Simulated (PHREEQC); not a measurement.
Dissolve 0.017 mol/kgw HF, 0.0017 mol/kgw H2SiF6, 0.041 mol/kgw H3BO3 and 0.22 mol/kgw H2SO4 at 60 °C. Closed to the air; pH follows from the charge balance.

The numbers come from PHREEQC with the ion-association model, phreeqc.dat.

| quantity | before | after |
|---|---|---|
| pH | 0.73 | 0.70 |
| ionic strength (mol/kgw) | 0.253 | 0.283 |
| HSO4- (mol/kgw) | 0.206 | 0.192 |
| H3BO3 (mol/kgw) | 0.0363 | 0.0355 |
| SO4-2 (mol/kgw) | 0.0141 | 0.0283 |
| HF (mol/kgw) | 0.00885 | 0.00443 |
| SI of SiO2(a) (SiO2) | -0.29 | -0.08 |

Task: What was changed between the two runs?
(A) diluted 100-fold with water
(B) temperature from 60 to 25 °C
(C) diluted 5-fold with water
(D) 0.0094 mol/kgw Na2CO3 added

Result: B, temperature from 60 to 25 °C

Precipitation was switched off in this run. Some of these states are supersaturated (in Quartz (slow to form), Chalcedony (slow to form), for instance). At this temperature some constants are extrapolated from 25 °C, and those without enthalpy data are left unchanged. SiF6-2 is the database's only silicon fluoride. Real BF4- forms and hydrolyses slowly; the run takes it at equilibrium.
